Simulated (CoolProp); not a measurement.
Vapour-liquid equilibrium of CH2F2 (R32) (1) + 1-butene (2) at 320 K; x and y are mole fractions of (1).

Model: multi-fluid Helmholtz-energy mixture model, Tillner-Roth 1997 and Lemmon 2005; pair parameters Bell 2016, in CoolProp.

```csv
x,"bubble pressure, mixture model (MPa)","bubble pressure, Raoult's law (MPa)","y, mixture model","y, Raoult's law"
0.05,0.9978,0.6674,0.421,0.219
0.125,1.534,0.8452,0.609,0.432
0.2,1.922,1.023,0.682,0.571
0.275,2.192,1.201,0.719,0.669
0.35,2.377,1.379,0.741,0.741
0.425,2.507,1.556,0.757,0.797
0.5,2.607,1.734,0.770,0.842
0.575,2.693,1.912,0.783,0.878
0.65,2.775,2.090,0.799,0.908
0.725,2.853,2.267,0.820,0.933
0.8,2.922,2.445,0.848,0.955
0.875,2.969,2.623,0.887,0.974
0.95,2.968,2.801,0.945,0.990
```

The largest gap from Raoult's law is +87.9 % in bubble pressure, at x = 0.2. y crosses x between x = 0.875 and 0.95: the model has an azeotrope there.

Pair parameters are fitted to limited data, so mixtures are less certain than the pure fluids. With so large a gap from Raoult's law the liquid may split in two, which this calculation doesn't test in full.
